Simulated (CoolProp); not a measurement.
Vapour-liquid equilibrium of propane (1) + R134a (2) at 262.5 K; x and y are mole fractions of (1).

The numbers come from the multi-fluid Helmholtz-energy mixture model, Lemmon 2009 and Tillner-Roth 1994; pair parameters Bell 2016 in CoolProp.

Give the bubble pressure and the first vapour's composition at x = 0.05, 0.35, 0.8. Is there an azeotrope?

x = 0.05: 2.644 bar, y = 0.279; x = 0.35: 4.047 bar, y = 0.591; x = 0.8: 4.126 bar, y = 0.714. y crosses x between x = 0.65 and 0.8: the model has an azeotrope there.

The pair parameters rest on a limited set of measurements; away from them the model extrapolates. With so large a gap from Raoult's law the liquid may split in two, which this calculation doesn't test in full.
